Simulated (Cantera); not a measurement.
Input: 1 mol AlN, 0.58 mol Cl2, equilibrated at 852 °C and 1.10 bar.

These are equilibrium values from Cantera (NASA tables, ideal gas, pure condensed phases), not measurements of a reactor. Candidate condensed phases: Al, AlCl3, AlN; 11 gas species. The tables' values for AlCl2 are old estimates; treat these amounts as uncertain. The numbers say what is thermodynamically allowed, not how fast it happens.

Base state: AlCl3 0.653, N2 0.337, Al2Cl6 0.0102, AlCl2 1.85e-5 (mole fractions); condensed: AlN(s).

Task: What changes in the equilibrium state with this change: AlN replaced by Fe3O4?

Result: 
```csv
species,before,after
FeCl3,0,0.617
Cl2,<1e-9,0.226
Fe2Cl6,0,0.135
AlCl3,0.653,0
N2,0.337,0
FeCl2,0,0.0193
Al2Cl6,0.0102,0
Fe2Cl4,0,0.000692
O2,0,0.000665
Cl,1.17e-8,0.000930
"AlN(s), mol",0.613,0
"Fe2O3(s), mol",0,1.33
```
Further candidate phases: Fe, FeCl2, FeCl3, FeO, Fe2O3, Fe3O4.
